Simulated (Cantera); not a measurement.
What does this Cantera script print?

```python
import numpy as np
import cantera as ct

gas_names = """
    O2 CL2
""".split()
cond_names = """
    Ca(L) CaCL2(L) CaO(s)
""".split()


# ... load() reads the species with a 1 bar reference pressure and builds the phases ...
species = {s.name: s for s in load("nasa_gas.yaml", gas_names) + load("nasa_condensed.yaml", cond_names)}
T = 1825
g = {n: (s.thermo.h(T) - T * s.thermo.s(T)) / (ct.gas_constant * T * np.log(10)) for n, s in species.items()}
valid = cond_names  # the entries whose range holds T


def stable(la, lb):
    # potentials (over RT ln 10) of the two non-metals from log10 p(O2) and log10 p(CL2) in bar
    mu = {}
    mu["O"] = (g["O2"] + la) / 2
    mu["Cl"] = (g["CL2"] + lb) / 2
    cost = {}
    for n in valid:
        c = species[n].composition
        cost[n] = (g[n] - sum(c.get(e, 0) * m for e, m in mu.items())) / c["Ca"]
    return min(cost, key=cost.get)


results = []
for lb in [0, -1.2, -2.4, -3.6, -4.8, -6, -7.2, -8.4, -9.6, -10.8, -12]:
    row = [stable(la, lb) for la in [-21, -19.8, -18.7, -17.5, -16.3, -15.2, -14, -12.8, -11.7, -10.5, -9.3, -8.2, -7, -5.8, -4.7, -3.5, -2.3, -1.2, 0]]
    results.append(row)
    print(f"{lb:6.1f}  " + " ".join(f"{valid.index(n):x}" for n in row))
print("key: " + ", ".join(f"{i:x} {n}" for i, n in enumerate(valid)))
```

Result:

```
   0.0  1 1 1 1 1 1 1 1 1 1 1 1 1 1 1 1 1 1 1
  -1.2  1 1 1 1 1 1 1 1 1 1 1 1 1 1 1 1 1 1 1
  -2.4  1 1 1 1 1 1 1 1 1 1 1 1 1 1 1 1 1 1 1
  -3.6  1 1 1 1 1 1 1 1 1 1 1 1 1 1 1 1 1 2 2
  -4.8  1 1 1 1 1 1 1 1 1 1 1 1 1 1 1 2 2 2 2
  -6.0  1 1 1 1 1 1 1 1 1 1 1 1 1 2 2 2 2 2 2
  -7.2  1 1 1 1 1 1 1 1 1 1 1 2 2 2 2 2 2 2 2
  -8.4  1 1 1 1 1 1 1 1 1 2 2 2 2 2 2 2 2 2 2
  -9.6  1 1 1 1 1 1 1 2 2 2 2 2 2 2 2 2 2 2 2
 -10.8  1 1 1 1 1 2 2 2 2 2 2 2 2 2 2 2 2 2 2
 -12.0  1 1 1 2 2 2 2 2 2 2 2 2 2 2 2 2 2 2 2
key: 0 Ca(L), 1 CaCL2(L), 2 CaO(s)
```

Source: NASA polynomial tables (part measured, part estimated), evaluated in Cantera. Not in the tables: oxide halides.
